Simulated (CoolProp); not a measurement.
Model: reference Helmholtz-energy equation of state, Wu 2012, in CoolProp.

**Question.** For fluoroethane (R161), give the phase and the density (kg/m³), Joule-Thomson coefficient (K/MPa), expansivity (1/kK), fugacity coefficient at 114.75 °C and 3.45 MPa; 145.75 °C and 3.45 MPa.

**Answer.** 
- 114.75 °C and 3.45 MPa: gas; density 69.3, Joule-Thomson coefficient 11.1, expansivity 6.85, fugacity coefficient 0.790
- 145.75 °C and 3.45 MPa: gas; density 58.4, Joule-Thomson coefficient 8.14, expansivity 4.60, fugacity coefficient 0.838
